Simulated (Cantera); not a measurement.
A closed system holds: 1 mol Si2H6, 0.14 mol CO2, 18 mol N2, equilibrated at 0.0230 bar.

Method: chemical equilibrium by Gibbs-energy minimisation in Cantera with the NASA 1993 tables (ideal gas, pure condensed phases). Candidate condensed phases: C, C6H6, C7H8, C8H18, H2O, Si, SiC, SiO2, Si2N2O, Si3N4; 151 gas species. The feed counts by its element totals alone. N2 is the only nitrogen source here; it is nearly inert below about 1500 K, so the nitride shown seldom forms there in practice. Mutual solubility and eutectic melting of coexisting phases are not modelled. Kinetics and transport are ignored.

Task: Which condensed phases are stable at each of these points (T (°C)): 700, 750, 800, 850, 900, 950, 1000, 1050, 1100, 1150, 1200?

Result: 
| T (°C) | condensed phases | Si condensed (%) |
|---|---|---|
| 700 | C(graphite) + Si2N2O(s) + Si3N4(s) | 100.0 |
| 750 | C(graphite) + Si2N2O(s) + Si3N4(s) | 100.0 |
| 800 | C(graphite) + Si2N2O(s) + Si3N4(s) | 100.0 |
| 850 | C(graphite) + Si2N2O(s) + Si3N4(s) | 100.0 |
| 900 | C(graphite) + Si2N2O(s) + Si3N4(s) | 100.0 |
| 950 | C(graphite) + Si2N2O(s) + Si3N4(s) | 100.0 |
| 1000 | C(graphite) + Si2N2O(s) + Si3N4(s) | 100.0 |
| 1050 | C(graphite) + Si2N2O(s) + Si3N4(s) | 100.0 |
| 1100 | C(graphite) + Si2N2O(s) + Si3N4(s) | 100.0 |
| 1150 | SiC(s) + Si2N2O(s) + Si3N4(s) | 100.0 |
| 1200 | SiC(s) + Si2N2O(s) + Si3N4(s) | 100.0 |

From 700 °C to 1100 °C the condensed part is C(graphite) + Si2N2O(s) + Si3N4(s). From 1150 °C to 1200 °C the condensed part is SiC(s) + Si2N2O(s) + Si3N4(s).
